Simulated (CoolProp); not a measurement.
Values from CoolProp's reference Helmholtz-energy equation of state, Lemmon 2016.

**Question.** For R227EA, give the phase and the cv (kJ/(kg K)), speed of sound (m/s), isothermal compressibility (1/MPa), fugacity coefficient at 320.9 K and 2.54 MPa; 369.5 K and 2.54 MPa.

**Answer.** 
- 320.9 K and 2.54 MPa: liquid; cv 0.863, speed of sound 352, isothermal compressibility 0.00889, fugacity coefficient 0.305
- 369.5 K and 2.54 MPa: gas; cv 1.00, speed of sound 75.7, isothermal compressibility 1.41, fugacity coefficient 0.691
